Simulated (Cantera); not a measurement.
A perfectly stirred reactor is fed with N2O : H2 : N2 = 1 : 0.017 : 5.6 (molar parts), at 1.00 atm; it is held at 1225 K, and followed from long to short residence time.

Detailed kinetics in Cantera: GRI-Mech 3.0 (53 species, 325 reactions). GRI-Mech 3.0 was tuned for natural gas; its chemistry of N2O as a main component is partial and can be far from experiment. The mechanism lacks the step 2 NO + O2 → 2 NO2, which can matter for NO2 below about 1400 K. The temperature is held fixed by assumption; the heat of reaction is taken as removed at once.

Q: What does this change do: temperature 1225 to 1050 K?

A: 
```tsv
quantity	before	after
x(N2O) at τ = 14.0 s	0.0144	0.114
x(H2) at τ = 14.0 s	1.68e-6	1.14e-5
x(H2O) at τ = 14.0 s	0.00241	0.00252
x(NO) at τ = 14.0 s	0.00651	0.00150
x(H) at τ = 14.0 s	2.08e-9	1.51e-9
x(N2O) at τ = 98.0 ms	0.135	0.149
x(H2) at τ = 98.0 ms	9.95e-5	0.000606
x(H2O) at τ = 98.0 ms	0.00245	0.00196
x(NO) at τ = 98.0 ms	0.00130	2.03e-5
x(H) at τ = 98.0 ms	1.03e-7	2.52e-7
```

Q: What does this change do: H2 0.017 to 0.0061 parts?

A: 
| quantity | before | after |
|---|---|---|
| x(N2O) at τ = 14.0 s | 0.0144 | 0.0146 |
| x(H2) at τ = 14.0 s | 1.68e-6 | 9.67e-7 |
| x(H2O) at τ = 14.0 s | 0.00241 | 0.000863 |
| x(NO) at τ = 14.0 s | 0.00651 | 0.00663 |
| x(H) at τ = 14.0 s | 2.08e-9 | 1.09e-9 |
| x(N2O) at τ = 98.0 ms | 0.135 | 0.137 |
| x(H2) at τ = 98.0 ms | 9.95e-5 | 5.14e-5 |
| x(H2O) at τ = 98.0 ms | 0.00245 | 0.000863 |
| x(NO) at τ = 98.0 ms | 0.00130 | 0.00130 |
| x(H) at τ = 98.0 ms | 1.03e-7 | 3.86e-8 |
